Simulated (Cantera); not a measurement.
A closed system holds: 1 mol FeS2, 1.8 mol O2, 0.053 mol CO2, 1.3 mol SO3, held at 502 °C and 2250 Torr.

Equilibrium computed with Cantera from the NASA thermochemical tables; the gas is ideal and each condensed phase is pure. Candidate condensed phases: C, Fe, Fe(CO)5, FeO, FeS, FeSO4, FeS2, Fe2O3, Fe2(SO4)3, Fe3O4, S; 25 gas species. Gases not in the tables: S3 to S7. Rates play no part.

**Question.** What is the equilibrium state?

**Answer.** 
| Item | Result |
|---|---|
| x(SO2) | 0.983 |
| x(CO2) | 0.0166 |
| x(S2) | 0.000460 |
| x(S2O) | 0.000274 |
| n(FeS2(s)) | 0.0797 mol |
| n(Fe3O4(s)) | 0.307 mol |
| gas amount | 3.191 mol |
| log10 activity of FeSO4(s) (absent) | -0.98 |
| log10 activity of S(l) (absent) | -0.99 |
| log10 activity of Fe(α) (absent) | -6.88 |
